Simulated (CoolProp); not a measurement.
Saturation properties of carbon monoxide (Tc = -140.3 °C, pc = 34.98 bar, ω = 0.050).

Computed with CoolProp (reference Helmholtz-energy equation of state, Lemmon 2006). It is a short technical equation, of lower accuracy than the large ones.

```json
[
 {"T (°C)": "-181.95", "p (bar)": "2.660", "vapour density (kg/m³)": "10.70", "enthalpy of vaporisation (kJ/kg)": "200.3"},
 {"T (°C)": "-176.85", "p (bar)": "4.096", "vapour density (kg/m³)": "16.11", "enthalpy of vaporisation (kJ/kg)": "191.4"},
 {"T (°C)": "-171.65", "p (bar)": "6.073", "vapour density (kg/m³)": "23.60", "enthalpy of vaporisation (kJ/kg)": "181.2"},
 {"T (°C)": "-166.55", "p (bar)": "8.605", "vapour density (kg/m³)": "33.43", "enthalpy of vaporisation (kJ/kg)": "169.7"},
 {"T (°C)": "-161.35", "p (bar)": "11.89", "vapour density (kg/m³)": "46.84", "enthalpy of vaporisation (kJ/kg)": "156.1"},
 {"T (°C)": "-156.25", "p (bar)": "15.90", "vapour density (kg/m³)": "64.68", "enthalpy of vaporisation (kJ/kg)": "140.3"},
 {"T (°C)": "-151.15", "p (bar)": "20.80", "vapour density (kg/m³)": "89.71", "enthalpy of vaporisation (kJ/kg)": "120.6"},
 {"T (°C)": "-145.95", "p (bar)": "26.86", "vapour density (kg/m³)": "129.4", "enthalpy of vaporisation (kJ/kg)": "93.40"}
]
```

It boils at -191.5 °C under 1 atm.
